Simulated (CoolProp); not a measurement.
A Linde-Hampson liquefier for methane: isothermal reversible compression at 200 K from 1 atm to 25 MPa, throttling to 1 atm, return gas leaving the recuperator 2 K below the feed. Each further row changes one setting.

Values from CoolProp's reference Helmholtz-energy equation of state, Setzmann 1991.

```
case                        liquid yield per pass  compression work (kJ/kg of gas)
--------------------------  ---------------------  -------------------------------
as stated                                   0.510                              443
high pressure 50 MPa                            …                                …
warm-end temperature 230 K                      …                                …
warm-end gap 7 K                            0.502                              443
```

Question: Fill in the missing entries.

Answer: 
- high pressure 50 MPa, liquid yield per pass: 0.478
- high pressure 50 MPa, compression work (kJ/kg of gas): 514
- warm-end temperature 230 K, liquid yield per pass: 0.404
- warm-end temperature 230 K, compression work (kJ/kg of gas): 559
